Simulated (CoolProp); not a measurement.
Properties of n-perfluorohexane at several states.

Computed with CoolProp (reference Helmholtz-energy equation of state, Gao 2022).

```json
[
 {"T (K)": "365.4", "p (kPa)": "163", "phase": "gas", "Z": "0.9287", "cp (kJ/(kg K))": "0.9282", "cv (kJ/(kg K))": "0.8931", "Joule-Thomson coefficient (K/MPa)": "15.95", "isothermal compressibility (1/MPa)": "6.642", "fugacity coefficient": "0.9335"},
 {"T (K)": "222.9", "p (kPa)": "20.8", "phase": "liquid", "Z": "0.002011", "cp (kJ/(kg K))": "0.9295", "cv (kJ/(kg K))": "0.7346", "Joule-Thomson coefficient (K/MPa)": "-0.3828", "isothermal compressibility (1/MPa)": "0.001320", "fugacity coefficient": "0.01174"},
 {"T (K)": "303.9", "p (kPa)": "19.4", "phase": "gas", "Z": "0.9848", "cp (kJ/(kg K))": "0.8263", "cv (kJ/(kg K))": "0.7998", "Joule-Thomson coefficient (K/MPa)": "24.68", "isothermal compressibility (1/MPa)": "52.35", "fugacity coefficient": "0.9851"},
 {"T (K)": "448.6", "p (kPa)": "108", "phase": "gas", "Z": "0.9780", "cp (kJ/(kg K))": "1.010", "cv (kJ/(kg K))": "0.9826", "Joule-Thomson coefficient (K/MPa)": "8.086", "isothermal compressibility (1/MPa)": "9.470", "fugacity coefficient": "0.9784"},
 {"T (K)": "202.7", "p (kPa)": "14.4", "phase": "liquid", "Z": "0.001486", "cp (kJ/(kg K))": "0.8998", "cv (kJ/(kg K))": "0.7011", "Joule-Thomson coefficient (K/MPa)": "-0.4021", "isothermal compressibility (1/MPa)": "0.001127", "fugacity coefficient": "0.002117"},
 {"T (K)": "304.3", "p (kPa)": "10000", "phase": "liquid", "Z": "0.7855", "cp (kJ/(kg K))": "1.043", "cv (kJ/(kg K))": "0.8613", "Joule-Thomson coefficient (K/MPa)": "-0.3052", "isothermal compressibility (1/MPa)": "0.002242", "fugacity coefficient": "0.008195"}
]
```
